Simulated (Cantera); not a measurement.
A Cantera script and what it prints.

```python
import numpy as np
import cantera as ct

gas_names = """
    H H2 N NH NH2 NH3 N2 N2H2 N2H4 Si SiH SiH2 SiH3 SiH4 SiN Si2 Si2N Si3
""".split()
cond_names = """
    Si(cr) Si(L) Si3N4(a)
""".split()


def load(file, names, dense=False):
    # The tables refer to 1 bar. Condensed volumes are neglected.
    table = {s.name: s for s in ct.Species.list_from_file(file)}
    out = []
    for n in names:
        d = dict(table[n].input_data)
        d["thermo"] = dict(d["thermo"], **{"reference-pressure": 1e5})
        if dense:
            d["equation-of-state"] = {"model": "constant-volume", "density": "1e6 g/cm^3"}
        out.append(ct.Species.from_dict(d))
    return out


gas = ct.Solution(thermo="ideal-gas", species=load("nasa_gas.yaml", gas_names))
cond = {s.name: ct.Solution(thermo="fixed-stoichiometry", species=[s], name=s.name)
        for s in load("nasa_condensed.yaml", cond_names, dense=True)}
atoms = {
    'Si': {'Si': 1},
    'NH3': {'N': 1, 'H': 3},
    'H2': {'H': 2},
}
top_T = {'Si3N4(a)': 2400}  # K; cautious upper limits of use, not melting points


def equilibrate(T, P, feed):
    n = {}
    for name, mol in feed.items():
        for a, k in atoms[name].items():
            n[a] = n.get(a, 0.0) + k * mol
    gas.TPX = T, P, n
    mass = sum(n.values()) * gas.mean_molecular_weight
    gas.equilibrate("TP")
    valid = [c for c in cond.values() if c.min_temp <= T <= top_T.get(c.name, c.max_temp)]
    mix = ct.Mixture([(gas, mass / gas.mean_molecular_weight)] + [(c, 0.0) for c in valid])
    mix.T, mix.P = T, P
    mix.equilibrate("TP", solver="vcs", rtol=1e-11, max_steps=5000)
    return mix


results = []
feed = {'Si': 1, 'NH3': 0.22, 'H2': 230}  # mol
T = 1350  # K
for P in [10, 48, 230, 1100, 5500, 26000, 130000, 620000, 3000000]:
    mix = equilibrate(T, P, feed)
    results.append((T, P, feed, dict(zip(mix.species_names, mix.species_moles))))
    x = sorted(zip(gas.X, gas.species_names), reverse=True)
    print(f"T = {T:g} K  P = {P:g} Pa  gas = {mix.phase_moles(0):.4g} mol")
    print("   x: " + "  ".join(f"{s} {v:.3e}" for v, s in x if v > 1e-05))
    print("   condensed (mol): " + ("  ".join(f"{mix.phase(i).name} {mix.phase_moles(i):.4g}"
          for i in range(1, mix.n_phases) if mix.phase_moles(i) > 1e-12) or "none"))
```

Output:

```
T = 1350 K  P = 10 Pa  gas = 230.5 mol
   x: H2 9.993e-01  N2 4.773e-04  H 2.382e-04
   condensed (mol): Si(cr) 0.9995
T = 1350 K  P = 48 Pa  gas = 230.5 mol
   x: H2 9.994e-01  N2 4.773e-04  H 1.087e-04
   condensed (mol): Si(cr) 0.9998
T = 1350 K  P = 230 Pa  gas = 230.4 mol
   x: H2 9.995e-01  N2 4.773e-04  H 4.968e-05
   condensed (mol): Si(cr) 0.9999
T = 1350 K  P = 1100 Pa  gas = 230.4 mol
   x: H2 9.998e-01  N2 1.608e-04  H 2.272e-05
   condensed (mol): Si(cr) 0.8905  Si3N4(a) 0.03647
T = 1350 K  P = 5500 Pa  gas = 230.3 mol
   x: H2 1.000e+00  N2 3.217e-05  H 1.016e-05
   condensed (mol): Si(cr) 0.8461  Si3N4(a) 0.05129
T = 1350 K  P = 26000 Pa  gas = 230.3 mol
   x: H2 1.000e+00
   condensed (mol): Si(cr) 0.8373  Si3N4(a) 0.05421
T = 1350 K  P = 130000 Pa  gas = 230.3 mol
   x: H2 1.000e+00
   condensed (mol): Si(cr) 0.8352  Si3N4(a) 0.05483
T = 1350 K  P = 620000 Pa  gas = 230.3 mol
   x: H2 1.000e+00
   condensed (mol): Si(cr) 0.8339  Si3N4(a) 0.05495
T = 1350 K  P = 3e+06 Pa  gas = 230.3 mol
   x: H2 1.000e+00  SiH4 2.510e-05
   condensed (mol): Si(cr) 0.8293  Si3N4(a) 0.05495
```

Cantera equilibrium calculation (NASA polynomials, part measured and part estimated; ideal gas, pure solids and liquids). Mutual solubility and eutectic melting of coexisting phases are not modelled. Gases not in the tables: Si2H6 and higher silanes.
